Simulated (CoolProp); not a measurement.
A simple Rankine cycle with n-perfluoropentane: condensing at 310.15 K, boiler at 1.32 MPa, turbine inlet 400.3 K, turbine efficiency 0.65, pump efficiency 0.7, no recuperator. Each further row changes one setting.

The numbers come from the reference Helmholtz-energy equation of state, Gao 2022 in CoolProp.

| case | thermal efficiency (%) | net work (kJ/kg) | heat in (kJ/kg) | turbine exit temperature (K) | volume ratio over the turbine |
|---|---|---|---|---|---|
| as stated | 8.4 | ? | 153 | 368.7 | ? |
| turbine inlet 420.3 K | 8.1 | 14.2 | 176 | 392.0 | 12.4 |
| condensing temperature 302.15 K | 9.1 | 14.6 | 161 | 366.3 | 18.8 |
| boiler pressure 0.924 MPa | 7.4 | 11.8 | 160 | 378.0 | 8.15 |
| turbine efficiency 0.55 | 7.0 | 10.7 | 153 | ? | 14.2 |

Q: Some entries are withheld; supply them.

A: 
- as stated, net work (kJ/kg): 12.8
- as stated, volume ratio over the turbine: 14.1
- turbine efficiency 0.55, turbine exit temperature (K): 371.0
